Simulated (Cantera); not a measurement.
What does this Cantera script print?

```python
import numpy as np
import cantera as ct

surf = ct.Interface("ptcombust.yaml", "Pt_surf")
gas = surf.adjacent["gas"]
gas.TPX = 650, 21000, {'CO': 0.004, 'O2': 0.042, 'N2': 0.79, 'H2O': 0.02}
surf.TP = 650, 21000
reactor = ct.FlowReactor(gas, clone=False)
reactor.area = 0.0001  # m2
reactor.surface_area_to_volume_ratio = 320  # 1/m
reactor.mass_flow_rate = 0.077 * reactor.area * gas.density  # inlet velocity 0.077 m/s
reactor.energy_enabled = False
wall = ct.ReactorSurface(surf, reactor, clone=False)
net = ct.ReactorNet([reactor])
net.rtol, net.atol = 1e-8, 1e-16
show, cover = ['CO', 'O2', 'H2O', 'CO2'], ['PT(S)', 'H(S)', 'O(S)', 'OH(S)', 'CO(S)', 'C(S)']

rows = []
print(f"{'z/m':>9s}{'u/(m/s)':>9s}" + "".join(f"{s:>13s}" for s in show + cover))
for z in [0.00023, 0.00044, 0.00085, 0.0016, 0.0032, 0.0061, 0.012, 0.023]:
    net.advance(z)
    rows.append([reactor.speed, *gas[show].X, *surf[cover].coverages])
    print(f"{z:9.4g}{rows[-1][0]:9.3g}" + "".join(f"{x:13.4e}" for x in rows[-1][1:]))
```

Output:

```
      z/m  u/(m/s)           CO           O2          H2O          CO2        PT(S)         H(S)         O(S)        OH(S)        CO(S)         C(S)
  0.00023   0.0769   2.4684e-03   4.8015e-02   2.3390e-02   2.2097e-03   1.9643e-02   3.8594e-10   9.7649e-01   2.7363e-03   1.1317e-03   1.1208e-18
  0.00044   0.0769   2.2705e-03   4.7920e-02   2.3393e-02   2.4080e-03   1.6763e-02   3.0371e-10   9.7995e-01   2.5323e-03   7.5541e-04   6.3614e-19
  0.00085   0.0769   2.0134e-03   4.7798e-02   2.3396e-02   2.6657e-03   1.4449e-02   2.4274e-10   9.8270e-01   2.3545e-03   4.9637e-04   3.5931e-19
   0.0016   0.0769   1.7049e-03   4.7651e-02   2.3399e-02   2.9750e-03   1.2656e-02   1.9879e-10   9.8481e-01   2.2062e-03   3.2181e-04   2.0361e-19
   0.0032   0.0769   1.2990e-03   4.7457e-02   2.3404e-02   3.3818e-03   1.1091e-02   1.6295e-10   9.8665e-01   2.0674e-03   1.8797e-04   1.0403e-19
   0.0061   0.0769   8.8010e-04   4.7258e-02   2.3409e-02   3.8017e-03   9.9725e-03   1.3885e-10   9.8796e-01   1.9618e-03   1.0282e-04   5.1094e-20
    0.012   0.0768   4.5838e-04   4.7057e-02   2.3414e-02   4.2244e-03   9.1365e-03   1.2171e-10   9.8894e-01   1.8789e-03   4.4905e-05   2.0424e-20
    0.023   0.0768   1.5895e-04   4.6914e-02   2.3417e-02   4.5245e-03   8.6585e-03   1.1226e-10   9.8950e-01   1.8298e-03   1.3977e-05   6.0213e-21
```

Model: Deutschmann's 1995 Pt surface mechanism with GRI-Mech 3.0 gas chemistry, integrated in Cantera. Catalytic surfaces can have several steady states; this one follows from the mechanism file's or the stated starting coverage. Mass transfer to the wall is taken as infinitely fast.
